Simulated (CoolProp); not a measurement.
The fluid at 293.15 K and 7.96 MPa is throttled through a valve to 3.42 MPa with no heat exchange. The same conditions are run with several fluids, on thermodynamics alone (safety and materials aside).

Values from CoolProp's reference Helmholtz-energy equation of state of each fluid (ammonia: Gao 2020; n-hexane: Thol 2019; n-decane: Lemmon 2006; chloromethane (R40): Thol 2014; n-perfluorohexane: Gao 2022).

Task: Rank ammonia, n-hexane, n-decane, chloromethane (R40), n-perfluorohexane by temperature change (K), highest first.

Result: n-decane (+2.0), n-hexane (+1.9), n-perfluorohexane (+1.4), chloromethane (R40) (+1.2), ammonia (+0.5)

```
fluid                final density (kg/m³)
-------------------  ---------------------
ammonia                                612
n-hexane                               661
n-decane                               731
chloromethane (R40)                    926
n-perfluorohexane                     1700
```
